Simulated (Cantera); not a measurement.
Input: 1 mol SiC, 0.76 mol CO₂, 110 mol H₂, held at 0.00180 bar.

Cantera equilibrium calculation (NASA polynomials, part measured and part estimated; ideal gas, pure solids and liquids). Candidate condensed phases: C, C₆H₆, C₇H₈, C₈H₁₈, H₂O, Si, SiC, SiO₂; 123 gas species. Mutual solubility and eutectic melting of coexisting phases are not modelled. The tables hold silica as quartz up to 1696 K and as liquid above; real silica turns to tridymite and cristobalite and melts near 1996 K. Gases not in the tables: Si₂H₆ and higher silanes. Kinetics and transport are ignored.

x: gas mole fraction; n: condensed amount in mol.

| T (K) | x H₂ | x H | x CO | x Si | n C(graphite) | n SiC(s) | n SiO₂(β-quartz) |
|---|---|---|---|---|---|---|---|
| 1100 | 0.998 | 6.09e-7 | 0.00192 | <1e-12 | 1.20 | 0.346 | 0.654 |
| 1200 | 0.991 | 4.63e-6 | 0.00913 | ? | 0 | 0.746 | 0.252 |
| 1300 | 0.990 | 2.59e-5 | 0.00936 | ? | 0 | 0.719 | 0.199 |
| 1400 | 0.986 | 0.000114 | 0.0102 | ? | 0 | 0.620 | 0 |
| 1500 | 0.986 | 0.000412 | 0.0102 | ? | 0 | 0.620 | 0 |
| 1600 | 0.985 | 0.00127 | 0.0102 | ? | 0 | 0.620 | 0 |
| 1700 | 0.983 | 0.00344 | 0.0102 | ? | 0 | 0.617 | 0 |
| 1800 | 0.978 | 0.00834 | 0.0103 | ? | 0 | 0.600 | 0 |
| 1900 | 0.967 | 0.0184 | 0.0109 | ? | 0 | 0.526 | 0 |
| 2000 | 0.945 | 0.0373 | 0.0122 | ? | 0 | 0.338 | 0 |

### Question
What belongs in the gaps?

### Answer

- 1200, x Si: 2.89e-12
- 1300, x Si: 7.33e-10
- 1400, x Si: 3.58e-8
- 1500, x Si: 5.56e-7
- 1600, x Si: 6.10e-6
- 1700, x Si: 5.02e-5
- 1800, x Si: 0.000318
- 1900, x Si: 0.00149
- 2000, x Si: 0.00424
